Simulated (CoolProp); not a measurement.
A single-stage vapour-compression cycle with R22: evaporating at 225.15 K (dew point), condensing at 259.15 K (bubble point), superheat 8 K, subcooling 8 K, compressor efficiency 0.8, no pressure losses. Each further row changes one setting.

Model: reference Helmholtz-energy equation of state, Kamei 1995, in CoolProp.

```tsv
case	cooling COP	pressure ratio	discharge temperature (K)	refrigerating effect (kJ/kg)	volumetric capacity (kJ/m³)
as stated	4.80	4.30	309.0	214	700
evaporating temperature 230.15 K	5.86	3.36	301.4	217	891
condensing temperature 254.15 K	5.72	[?]	[?]	220	718
subcooling 13 K	[?]	4.30	309.0	220	718
superheat 18 K	4.72	4.30	320.4	220	688
compressor efficiency 0.7	4.20	4.30	318.1	214	700
```

Task: Complete the blanks.

Result: 
- condensing temperature 254.15 K, pressure ratio: 3.57
- condensing temperature 254.15 K, discharge temperature (K): 298.8
- subcooling 13 K, cooling COP: 4.92
